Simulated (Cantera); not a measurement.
Cantera run:

```python
import numpy as np
import cantera as ct

gas_names = """
    N NO NO2 NO3 N2 N2O O O2 O3 Si SiN SiO SiO2 Si2 Si2N Si3
""".split()
cond_names = """
    Si(cr) Si(L) SiO2(Lqz) SiO2(hqz) SiO2(L) Si2N2O(s) Si3N4(a)
""".split()


# ... load() reads the species with a 1 bar reference pressure and builds the phases ...
atoms = {
    'Si': {'Si': 1},
    'O2': {'O': 2},
    'N2': {'N': 2},
}
top_T = {'Si2N2O(s)': 2100, 'Si3N4(a)': 2400}  # K; cautious upper limits of use, not melting points


# ... equilibrate(T, P, feed) seeds the gas with the atoms and calls Mixture.equilibrate('TP', solver="vcs", rtol=1e-11, max_steps=5000) ...
results = []
feed = {'Si': 1, 'O2': 0.64, 'N2': 12}  # mol
P = 0.17  # Pa
for T in [1000, 1050, 1100, 1150, 1200, 1250, 1300, 1350, 1400, 1450]:
    mix = equilibrate(T, P, feed)
    results.append((T, P, feed, dict(zip(mix.species_names, mix.species_moles))))

top = {s: max(r[3][s] / sum(r[3][g] for g in gas_names) for r in results) for s in gas_names}
cols = sorted((s for s in top if top[s] > 1e-06), key=lambda s: -top[s])[:9]
seen = [c for c in cond_names if any(r[3].get(c, 0) > 1e-12 for r in results)]
print("log10 of partial pressures in bar; condensed amounts in mol")
print(f"{'T/K':>10s}" + "".join(f"{s[:9]:>10s}" for s in cols + seen))
for T, P, feed, n in results:
    ng = sum(n[g] for g in gas_names)
    print(f"{T:10.4g}" + "".join(f"{np.log10(max(n[s] / ng * P / 1e5, 1e-99)):10.3f}" for s in cols)
          + "".join(f"{n.get(c, 0):10.4g}" for c in seen))
```

Output:

```
log10 of partial pressures in bar; condensed amounts in mol
       T/K        N2       SiO SiO2(hqz) Si2N2O(s)
      1000    -5.770   -12.547      0.52      0.24
      1050    -5.770   -11.279      0.52      0.24
      1100    -5.770   -10.128    0.5198    0.2398
      1150    -5.770    -9.080    0.5181    0.2381
      1200    -5.771    -8.119    0.5024    0.2224
      1250    -5.785    -7.233    0.3787   0.09872
      1300    -5.795    -7.017      0.28         0
      1350    -5.795    -7.017      0.28         0
      1400    -5.795    -7.017      0.28         0
      1450    -5.795    -7.017      0.28         0
```

Equilibrium computed with Cantera from the NASA thermochemical tables; the gas is ideal and each condensed phase is pure. N2 is the only nitrogen source here; it is nearly inert below about 1500 K, so the nitride shown seldom forms there in practice. Mutual solubility and eutectic melting of coexisting phases are not modelled. The tables hold silica as quartz up to 1696 K and as liquid above; real silica turns to tridymite and cristobalite and melts near 1996 K.
